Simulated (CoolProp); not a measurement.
R245ca at several states: density (kg/m³) from the reference equation and from simpler models built on Tc = 174.4 °C, pc = 3941 kPa, ω = 0.355; each cubic takes its own stable root.

The numbers come from the reference Helmholtz-energy equation of state, Zhou 2016 in CoolProp.

```csv
T (°C),p (kPa),phase,reference
88.75,6430,liquid,1240
-16.25,3210,liquid,1492
86.55,323,gas,15.49
-16.65,49.3,liquid,1488
35.15,7970,liquid,1382
```

How far does each simpler model (van der Waals, Peng-Robinson) lie from the reference over these 5 states: mean and median of the absolute difference, and the worst?


- van der Waals: mean 43.1 %, median 37.3 %, worst -99.8 % at -16.65 °C and 49.3 kPa
- Peng-Robinson: mean 3.3 %, median 3.8 %, worst +4.9 % at 35.15 °C and 7970 kPa

At some of these states van der Waals gives the other phase, because its saturation line lies elsewhere.
